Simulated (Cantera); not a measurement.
A perfectly stirred reactor is fed with 0.872 % H2, 79.3 % O2, 19.8 % N2, at 2300 Pa; it is held at 1250 K, and followed from long to short residence time.

Computed with Cantera and the H2/O2 subset of GRI-Mech 3.0, which has no nitrogen chemistry. Radical loss at walls, strong at low pressure, is not modelled.

x: mole fraction; the columns are a selection and need not sum to one.

| τ (s) | x H2 | x O2 | x OH | x H2O | x O | x HO2 | x H2O2 |
|---|---|---|---|---|---|---|---|
| 9.6 | 8.07e-6 | 0.792 | 0.000166 | 0.00867 | 0.000304 | 1.94e-7 | 8.84e-9 |
| 2.6 | ? | 0.791 | ? | 0.00861 | ? | ? | ? |
| 0.70 | 3.60e-5 | 0.791 | 0.000381 | 0.00851 | 0.00152 | 5.27e-7 | 1.83e-8 |
| 0.19 | 7.64e-5 | 0.789 | 0.000549 | 0.00834 | 0.00295 | 7.71e-7 | 2.35e-8 |
| 0.052 | 0.000173 | 0.788 | 0.000754 | 0.00808 | 0.00468 | 1.04e-6 | 3.00e-8 |
| 0.014 | 0.000449 | 0.786 | 0.00102 | 0.00758 | 0.00577 | 1.32e-6 | 4.22e-8 |
| 0.0038 | 0.00127 | 0.787 | 0.00136 | 0.00652 | 0.00550 | 1.61e-6 | 6.48e-8 |
| 0.0010 | ? | 0.789 | ? | ? | ? | 1.71e-6 | ? |

Problem. Complete the blanks.

Solution. 
- 2.6, x H2: 1.71e-5
- 2.6, x OH: 0.000254
- 2.6, x O: 0.000698
- 2.6, x HO2: 3.31e-7
- 2.6, x H2O2: 1.33e-8
- 0.0010, x H2: 0.00368
- 0.0010, x OH: 0.00147
- 0.0010, x H2O: 0.00409
- 0.0010, x O: 0.00355
- 0.0010, x H2O2: 7.76e-8
